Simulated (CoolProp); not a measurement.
Saturated liquid density (kg/m³) of fluorine: the reference equation beside estimates from Tc = -128.7 °C, pc = 52.40 bar, ω = 0.045. Rackett uses Z = 0.29056 − 0.08775 ω.

The numbers come from the reference Helmholtz-energy equation of state, de Reuck 1990 in CoolProp.

```
T (°C)   reference  Rackett  van der Waals  Redlich-Kwong  Soave-Redlich-Kwong  Peng-Robinson
-------  ---------  -------  -------------  -------------  -------------------  -------------
-177.25       1422     1444          975.1           1423                 1416           1602
-173.65       1394     1416          955.4           1388                 1383           1565
-170.15       1366     1387          935.3           1352                 1349           1528
-166.65       1336     1357          914.3           1315                 1313           1487
-163.05       1304     1325          891.5           1274                 1273           1443
-159.55       1272     1292          868.1           1232                 1233           1397
-156.05       1238     1258          843.2           1187                 1189           1348
-152.45       1200     1219          815.7           1137                 1140           1292
-148.95       1160     1180          786.8           1085                 1089           1233
-145.35       1115     1135          754.2           1027                 1031           1166
-141.85       1066     1086          718.9          963.8                968.7           1093
```

Absolute difference from the reference over all 11 rows, mean and median: Rackett 1.6 and 1.6 %, van der Waals 31.9 and 31.8 %, Redlich-Kwong 3.8 and 3.1 %, Soave-Redlich-Kwong 3.8 and 3.1 %, Peng-Robinson 9.0 and 9.8 %.
